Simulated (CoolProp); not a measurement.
The numbers come from the reference Helmholtz-energy equation of state, Lemmon 2016 in CoolProp.

Q: For R115, give the phase and the cp (kJ/(kg K)), expansivity (1/kK), fugacity coefficient at 394.8 K and 3360 kPa; 412.4 K and 3360 kPa; 482.5 K and 3360 kPa.

A: 
- 394.8 K and 3360 kPa: supercritical; cp 1.07, expansivity 8.00, fugacity coefficient 0.767
- 412.4 K and 3360 kPa: supercritical; cp 1.01, expansivity 6.02, fugacity coefficient 0.801
- 482.5 K and 3360 kPa: supercritical; cp 0.976, expansivity 3.32, fugacity coefficient 0.890
